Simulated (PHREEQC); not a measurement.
Solution (20 °C): 0.015 mol KOH and 0.18 mol (CH3)4NCl per kg of water. It is in equilibrium with CO2 at log p = -2 (atm). Otherwise closed; pH follows from the charge balance.

The numbers come from PHREEQC with the ion-association model, wateq4f.dat.

### Question
The ionic strength comes out as 0.195 mol/kgw. What activity coefficients do Cl-, K+, HCO3-, CO3-2 get?

### Answer
Cl- 0.72, K+ 0.72, HCO3- 0.75, CO3-2 0.31.

Precipitation was switched off in this run. (CH3)4N+ isn't in the database: it is added as a free cation with an ion size of 4 Å.
